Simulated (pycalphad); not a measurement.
Computed with pycalphad from the COST 507 light-alloy database (1999), at 1 atm. The data set is of 1999 and partly superseded. Phase fractions are per mole of atoms.

Problem. Give the equilibrium state of Si-28.79C (wt.%) at 1500 K.

Solution. CSI, fraction 0.972, with 30.0 C wt.%; diamond (Si), fraction 0.028, with <0.01 C wt.%.

Problem. Give the equilibrium state of Si-28.79C (wt.%) at 2000 K.

Solution. CSI, fraction 0.972, with 30.0 C wt.%; liquid, fraction 0.028, with 0.02 C wt.%.

Database names, with the compositions (at.%) that they take in these runs: CSI: Si 50 C 50.
